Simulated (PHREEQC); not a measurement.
**Sulfide liquor**

Consider water at 20 °C with 3 mmol/kgw NH4HS and 0.064 mmol/kgw NaOH. Closed to the air; pH follows from the charge balance.

All values are PHREEQC results (ion-association model, wateq4f.dat), not measurements.

pH: 8.29
ionic strength: 0.00286 mol/kgw
total alkalinity: 3.06 meq/kg

```
species  molality  activity   log γ
-------  --------  --------  ------
HS-       0.00286   0.00269  -0.025
NH4+      0.00280   0.00264  -0.025
NH3      0.000204  0.000204   0.000
H2S      0.000142  0.000142   0.000
Na+       6.40e-5   6.04e-5  -0.025
OH-       1.40e-6   1.32e-6  -0.025
S-2       5.62e-8   4.47e-8  -0.099
H+        5.42e-9   5.14e-9  -0.023
```

Precipitation was switched off in this run. The polysulfide entries of wateq4f.dat were taken out for this run.
